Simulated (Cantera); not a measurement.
An adiabatic, constant-volume homogeneous reactor starts with 3.29 % CH4, 18.8 % O2, 70.8 % N2, 6.58 % CO2, 0.560 % H2O, at 1448 K and 17.0 bar.

Model: GRI-Mech 3.0 (53 species, 325 reactions), integrated in Cantera. The pressure lies above the range GRI-Mech 3.0 was tuned for (to about 10 atm).

One state of this run: T (K) = 2274; P (bar) = 26.7; x CH4 = <1e-12; x O2 = 0.122; x CO2 = 0.0972; x C2H2 = <1e-12; x HO2 = 1.05e-5; x CH2O = 1.41e-12; x O = 0.000370. x: mole fraction; the columns are a selection and need not sum to one.

**Question.** Which value of t (s) does it belong to?
A. 0.000162
B. 0.0865
C. 7.00e-6
D. 0.0304

**Answer.** A, 0.000162
